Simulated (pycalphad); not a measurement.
## Effect of Si content in Ti-Si

Source of the numbers: pycalphad with the COST 507 light-alloy database (1999); pressure 1 atm. The database dates from 1999; later assessments differ in places, in temperatures and in the compounds included. Amounts are mole fractions of atoms.

```json
[
 {"alloy": "Ti-0.77Si (at.%)", "liquidus (K)": "1927", "first solid": "BCC_A2", "solidus (K)": "1838", "phases at 1120 K": "HCP_A3 0.99, SITI3 0.01"},
 {"alloy": "Ti-1.16Si (at.%)", "liquidus (K)": "1920", "first solid": "BCC_A2", "solidus (K)": "1794", "phases at 1120 K": "HCP_A3 0.97, SITI3 0.03"},
 {"alloy": "Ti-2.31Si (at.%)", "liquidus (K)": "1900", "first solid": "BCC_A2", "solidus (K)": "1708", "phases at 1120 K": "HCP_A3 0.93, SITI3 0.07"},
 {"alloy": "Ti-3.08Si (at.%)", "liquidus (K)": "1887", "first solid": "BCC_A2", "solidus (K)": "1671", "phases at 1120 K": "HCP_A3 0.89, SITI3 0.11"}
]
```

Database names, with the compositions (at.%) that they take in these runs: SITI3: Ti 75 Si 25. BCC_A2 is bcc; HCP_A3 is hcp.
